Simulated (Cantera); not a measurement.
Input (Python, Cantera):

```python
import numpy as np
import cantera as ct

gas = ct.Solution("gri30.yaml")
gas.TPX = 950, 57000, {'CH4': 1, 'H2': 0.12, 'O2': 1.47, 'N2': 5.53}
reactor = ct.IdealGasConstPressureReactor(gas, energy="on", clone=False)
net = ct.ReactorNet([reactor])
net.rtol, net.atol = 1e-08, 1e-16
show = ['CH4', 'H2', 'O2', 'NO2', 'HO2']
times = np.geomspace(9e-06, 0.5, 15)

steps = ct.SolutionArray(gas, extra=["t"])
rows = []
print(f"{'t/s':>10s}{'T/K':>9s}{'P/Pa':>11s}" + "".join(f"{s:>11s}" for s in show))
for t in times:
    while net.time < t:
        t_next = net.step()
        steps.append(gas.state, t=t_next)
    rows.append([np.interp(t, steps.t, y) for y in (steps.T, steps.P, *steps(*show).X.T)])
    print(f"{t:10.3e}{rows[-1][0]:9.1f}{rows[-1][1]:11.4g}" + "".join(f"{x:11.3e}" for x in rows[-1][2:]))
rate = np.gradient(steps.T, steps.t)
print("integrator steps:", len(steps.t))
if steps.T.max() > steps.T[0] + 200:
    print(f"time of steepest temperature rise: {steps.t[rate.argmax()]:.4e} s")
gas.TPX = 950, 57000, {'CH4': 1, 'H2': 0.12, 'O2': 1.47, 'N2': 5.53}
gas.equilibrate("HP")
print(f"equilibrium (HP): T = {gas.T:.1f} K  " + "  ".join(f"{s} {gas[s].X[0]:.3e}" for s in show))
```

It prints:

```
       t/s      T/K       P/Pa        CH4         H2         O2        NO2        HO2
 9.000e-06    950.0    5.7e+04  1.232e-01  1.478e-02  1.810e-01  1.208e-36  1.560e-11
 1.964e-05    950.0    5.7e+04  1.232e-01  1.478e-02  1.810e-01  3.091e-35  3.433e-11
 4.286e-05    950.0    5.7e+04  1.232e-01  1.478e-02  1.810e-01  5.590e-34  7.544e-11
 9.353e-05    950.0    5.7e+04  1.232e-01  1.478e-02  1.810e-01  8.109e-33  1.658e-10
 2.041e-04    950.0    5.7e+04  1.232e-01  1.478e-02  1.810e-01  1.135e-31  3.662e-10
 4.454e-04    950.0    5.7e+04  1.232e-01  1.478e-02  1.810e-01  1.822e-30  8.187e-10
 9.721e-04    950.0    5.7e+04  1.232e-01  1.478e-02  1.810e-01  3.635e-29  1.883e-09
 2.121e-03    950.0    5.7e+04  1.232e-01  1.478e-02  1.810e-01  9.719e-28  4.615e-09
 4.629e-03    950.0    5.7e+04  1.232e-01  1.478e-02  1.810e-01  4.165e-26  1.308e-08
 1.010e-02    950.0    5.7e+04  1.232e-01  1.478e-02  1.810e-01  5.032e-24  5.293e-08
 2.205e-02    950.0    5.7e+04  1.232e-01  1.478e-02  1.810e-01  9.212e-21  4.980e-07
 4.811e-02    950.4    5.7e+04  1.231e-01  1.476e-02  1.810e-01  3.978e-17  1.582e-06
 1.050e-01    952.0    5.7e+04  1.229e-01  1.470e-02  1.808e-01  4.737e-16  2.008e-06
 2.291e-01    956.9    5.7e+04  1.222e-01  1.459e-02  1.802e-01  2.347e-15  3.400e-06
 5.000e-01   1052.6    5.7e+04  1.096e-01  1.721e-02  1.677e-01  1.096e-13  4.460e-05
integrator steps: 794
equilibrium (HP): T = 2427.5 K  CH4 1.418e-13  H2 5.946e-02  O2 2.784e-04  NO2 1.746e-08  HO2 9.526e-08
```

Detailed kinetics in Cantera: GRI-Mech 3.0 (53 species, 325 reactions). Below about 1000 K GRI-Mech 3.0 lacks low-temperature oxidation paths.
